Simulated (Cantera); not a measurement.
An adiabatic, constant-volume homogeneous reactor starts with 10.2 % CH₃OH, 17.2 % O₂, 64.7 % N₂, 7.86 % H₂O, at 1723 K and 21.0 bar.

Computed with Cantera and GRI-Mech 3.0 (53 species, 325 reactions). GRI-Mech 3.0 was tuned for natural gas; its chemistry of methanol as a main component is partial and can be far from experiment. The pressure lies above the range GRI-Mech 3.0 was tuned for (to about 10 atm). Above 3000 K some thermodynamic fits are extrapolated.

**Question.** Predict: time of steepest temperature rise; temperature at 1.00 s; equilibrium temperature; x(O₂) at 1.00 s; x(H₂O) at 1.00 s; x(CH₂O) at 1.00 s.

**Answer.** 
```
Property                                                            Result
---------------------------------  ---------------------------------------
time of steepest temperature rise                                  2.12 µs
temperature at 1.00 s                                               3084 K
equilibrium temperature                                             3084 K
x(O₂) at 1.00 s                      0.0248 (gas-phase equilibrium 0.0248)
x(H₂O) at 1.00 s                       0.233 (gas-phase equilibrium 0.233)
x(CH₂O) at 1.00 s                  6.64e-9 (gas-phase equilibrium 6.64e-9)
```
